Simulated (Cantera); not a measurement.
An adiabatic, constant-pressure homogeneous reactor starts with 7.56 % CH4, 0.908 % C2H6, 8.32 % O2, 83.2 % N2, at 1550 K and 3.50 bar.

Detailed kinetics in Cantera: GRI-Mech 3.0 (53 species, 325 reactions).

x: mole fraction; the columns are a selection and need not sum to one.

```
t (s)     T (K)     x CH4    x C2H6     x O2     x HO2     x NO2    x C2H4
--------  -----  --------  --------  -------  --------  --------  --------
3.00e-6    1549    0.0756   0.00900   0.0832   1.81e-6    <1e-12   5.85e-6
9.34e-6    1548    0.0756   0.00883   0.0831   1.03e-5    <1e-12   7.46e-5
2.91e-5    1549    0.0748   0.00830   0.0826   2.19e-5    <1e-12  0.000652
9.06e-5    1560    0.0709       [?]   0.0797       [?]  2.29e-12       [?]
0.000282   2049   0.00701   4.50e-5  0.00602   3.11e-6  1.00e-10  0.000589
0.000878   2101   0.00180   5.60e-7  5.60e-8  7.16e-11  9.44e-12   1.70e-5
0.00273    2093   0.00121   2.16e-7  3.87e-8  4.54e-11  1.76e-11   8.44e-6
0.00851    2085       [?]       [?]      [?]  2.81e-11  2.78e-11       [?]
0.0265     2081   9.08e-6  1.01e-11  2.30e-8  2.40e-11  3.90e-11   7.33e-9
0.0825     2081  5.97e-10    <1e-12  2.34e-8  2.44e-11  1.75e-11    <1e-12
0.257      2081  4.84e-10    <1e-12  2.34e-8  2.45e-11  6.11e-12    <1e-12
0.800      2081  4.74e-10    <1e-12  2.34e-8  2.45e-11  3.17e-12    <1e-12
```

Problem. Some entries are withheld; supply them.

Solution. 
- 9.06e-5, x C2H6: 0.00648
- 9.06e-5, x HO2: 4.70e-5
- 9.06e-5, x C2H4: 0.00309
- 0.00851, x CH4: 0.000476
- 0.00851, x C2H6: 2.85e-8
- 0.00851, x O2: 2.64e-8
- 0.00851, x C2H4: 1.62e-6
